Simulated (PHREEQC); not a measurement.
1.4 g of hydrous ferric oxide (600 m²/g; 0.2 weak and 0.005 strong sites per Fe, Dzombak-Morel constants, diffuse double layer) in 1 kg of water with 0.005 mol/kgw of an inert sodium salt and 4.6e-06 mol/kgw Na2SeO4, at 25 °C; the pH is set by adding NaOH or the inert anion's acid. O2 is buffered at 0.21 atm. No CO2 enters from the air. No solid was allowed to form.

Base run: PHREEQC, ion-association model, wateq4f.dat. Each further column changes one thing. The table gives surface charge σ (C/m²).

```json
[
 {"pH": "4", "base": "0.189", "background salt from 0.005 to 0.0005 mol/kgw": "0.117", "oxide from 1.4 to 7 g/kgw": "0.214"},
 {"pH": "4.5", "base": "0.135", "background salt from 0.005 to 0.0005 mol/kgw": "(withheld)", "oxide from 1.4 to 7 g/kgw": "0.152"},
 {"pH": "5", "base": "0.092", "background salt from 0.005 to 0.0005 mol/kgw": "0.043", "oxide from 1.4 to 7 g/kgw": "0.102"},
 {"pH": "5.5", "base": "0.060", "background salt from 0.005 to 0.0005 mol/kgw": "0.025", "oxide from 1.4 to 7 g/kgw": "0.065"},
 {"pH": "6", "base": "0.038", "background salt from 0.005 to 0.0005 mol/kgw": "0.014", "oxide from 1.4 to 7 g/kgw": "0.040"},
 {"pH": "6.5", "base": "0.023", "background salt from 0.005 to 0.0005 mol/kgw": "0.008", "oxide from 1.4 to 7 g/kgw": "0.023"},
 {"pH": "7", "base": "0.013", "background salt from 0.005 to 0.0005 mol/kgw": "0.004", "oxide from 1.4 to 7 g/kgw": "0.013"},
 {"pH": "7.5", "base": "0.006", "background salt from 0.005 to 0.0005 mol/kgw": "0.002", "oxide from 1.4 to 7 g/kgw": "0.006"},
 {"pH": "8", "base": "0.001", "background salt from 0.005 to 0.0005 mol/kgw": "0.000", "oxide from 1.4 to 7 g/kgw": "0.001"},
 {"pH": "8.5", "base": "-0.004", "background salt from 0.005 to 0.0005 mol/kgw": "-0.001", "oxide from 1.4 to 7 g/kgw": "-0.004"},
 {"pH": "9", "base": "-0.009", "background salt from 0.005 to 0.0005 mol/kgw": "(withheld)", "oxide from 1.4 to 7 g/kgw": "(withheld)"},
 {"pH": "9.5", "base": "-0.018", "background salt from 0.005 to 0.0005 mol/kgw": "(withheld)", "oxide from 1.4 to 7 g/kgw": "-0.018"},
 {"pH": "10", "base": "-0.031", "background salt from 0.005 to 0.0005 mol/kgw": "-0.012", "oxide from 1.4 to 7 g/kgw": "-0.032"}
]
```

Problem. Some entries are withheld; supply them.

Solution. 
- 4.5, background salt from 0.005 to 0.0005 mol/kgw: 0.072
- 9, background salt from 0.005 to 0.0005 mol/kgw: -0.003
- 9, oxide from 1.4 to 7 g/kgw: -0.010
- 9.5, background salt from 0.005 to 0.0005 mol/kgw: -0.006
